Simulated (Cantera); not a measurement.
An isothermal, constant-pressure homogeneous reactor starts with C₂H₆ : H₂ = 1 : 19 (molar parts), at 1950 K and 0.0900 Torr. Integrator tolerance rtol = 1e-08.

Model: GRI-Mech 3.0 (53 species, 325 reactions), integrated in Cantera. GRI-Mech 3.0 stops at C3 and has no aromatics, soot or wall deposition, so with more carbon than oxygen in the feed, carbon stays in small species such as C2H2 where larger ones or solid carbon would form. Radical loss at walls, strong at low pressure, is not modelled.

### Question
What does this change do: 0.75 parts H2O added?

### Answer
| quantity | before | after |
|---|---|---|
| x(C₂H₆) at 80.0 s | 4.50e-11 (gas-phase equilibrium <1e-12) | 5.75e-9 (gas-phase equilibrium <1e-12) |
| x(H₂) at 80.0 s | 0.935 (gas-phase equilibrium 0.859) | 0.924 (gas-phase equilibrium 0.847) |
| x(C₂H₄) at 80.0 s | 4.53e-7 (gas-phase equilibrium 3.97e-8) | 1.55e-6 (gas-phase equilibrium 2.29e-8) |
| x(CH₃) at 80.0 s | 3.24e-5 (gas-phase equilibrium 9.26e-7) | 0.000276 (gas-phase equilibrium 6.99e-7) |
| x(CH₄) at 80.0 s | 7.77e-5 (gas-phase equilibrium 4.11e-7) | 0.00102 (gas-phase equilibrium 3.08e-7) |
| x(CH₂) at 80.0 s | 8.51e-7 (gas-phase equilibrium 1.32e-7) | 4.59e-6 (gas-phase equilibrium 1.00e-7) |
| x(C₂H) at 80.0 s | 1.48e-5 (gas-phase equilibrium 7.70e-5) | 6.44e-6 (gas-phase equilibrium 4.54e-5) |
